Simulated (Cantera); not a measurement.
A perfectly stirred reactor is fed with 7.84 % CH4, 10.4 % O2, 63.7 % N2, 18.0 % H2O, at 0.651 atm; it is adiabatic with a 650 K inlet, and is followed from long to short residence time, starting on the burning branch (τ in s: 0.49, 0.19, 0.077, 0.031, 0.012, 0.0049, 0.0019, 0.00077, 0.00031, 0.00012, 4.8e-05, 1.9e-05).

Detailed kinetics in Cantera: GRI-Mech 3.0 (53 species, 325 reactions).

Question: Predict: blow-out, bracketed by the residence times tried; x(CH4) at τ = 0.490 s; x(O2) at τ = 0.490 s; x(H2O) at τ = 0.490 s; x(CH3) at τ = 0.490 s; x(H2O2) at τ = 0.490 s; x(CH4) at τ = 1.90 ms; x(O2) at τ = 1.90 ms; x(H2O) at τ = 1.90 ms.

Answer: 
* **blow-out, bracketed by the residence times tried**: burning at 31.0 ms, out at 12.0 ms
* **x(CH4) at τ = 0.490 s**: 0.00540
* **x(O2) at τ = 0.490 s**: 0.000926
* **x(H2O) at τ = 0.490 s**: 0.268
* **x(CH3) at τ = 0.490 s**: 0.000105
* **x(H2O2) at τ = 0.490 s**: 5.53e-9
* **x(CH4) at τ = 1.90 ms**: 0.0784
* **x(O2) at τ = 1.90 ms**: 0.104
* **x(H2O) at τ = 1.90 ms**: 0.180
